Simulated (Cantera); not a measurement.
A closed system holds: 1 mol Si, 1.3 mol Cl₂, 66 mol H₂, equilibrated at 823 K and 0.000480 bar.

Cantera equilibrium calculation (NASA polynomials, part measured and part estimated; ideal gas, pure solids and liquids). Candidate condensed phases: Si; 19 gas species. The tables' values for SiCl₃ are old estimates; treat these amounts as uncertain. Equilibrium is a limit: real reactors are often held back by kinetics, nucleation or transport.

Base state: H₂ 0.985, SiCl₄ 0.00705, HCl 0.00669, SiHCl₃ 0.00125, SiCl₃ 6.26e-5, SiCl₂ 5.00e-5, SiH₂Cl₂ 1.87e-5 (mole fractions); condensed: Si(s).

What changes in the equilibrium state with this change: temperature from 823 K to 525 K?


| species | before | after |
|---|---|---|
| H₂ | 0.985 | 0.990 |
| SiCl₄ | 0.00705 | 0.00849 |
| SiHCl₃ | 0.00125 | 0.00168 |
| HCl | 0.00669 | 1.81e-5 |
| SiCl₂ | 5.00e-5 | <1e-9 |
| SiCl₃ | 6.26e-5 | 1.13e-8 |
| SiH₂Cl₂ | 1.87e-5 | 1.27e-5 |
| Si(s), mol | 0.437 | 0.322 |
